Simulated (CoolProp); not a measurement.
Vapour-liquid equilibrium of n-butane (1) + cyclohexane (2) at 34.15 °C; x and y are mole fractions of (1).

Model: multi-fluid Helmholtz-energy mixture model, Bücker 2006 and Zhou 2014; pair parameters Bell 2016, in CoolProp.

```csv
x,"bubble pressure, mixture model (MPa)","bubble pressure, Raoult's law (MPa)","y, mixture model","y, Raoult's law"
0.05,0.03026,0.03443,0.388,0.465
0.2,0.07027,0.07958,0.777,0.805
0.35,0.1172,0.1247,0.892,0.899
0.5,0.1659,0.1699,0.941,0.943
0.65,0.2131,0.2150,0.967,0.968
0.8,0.2584,0.2602,0.983,0.985
0.95,0.3042,0.3053,0.996,0.997
```

The largest gap from Raoult's law is -12.1 % in bubble pressure, at x = 0.05. No azeotrope shows between x = 0.05 and 0.95.

The pair parameters rest on a limited set of measurements; away from them the model extrapolates.
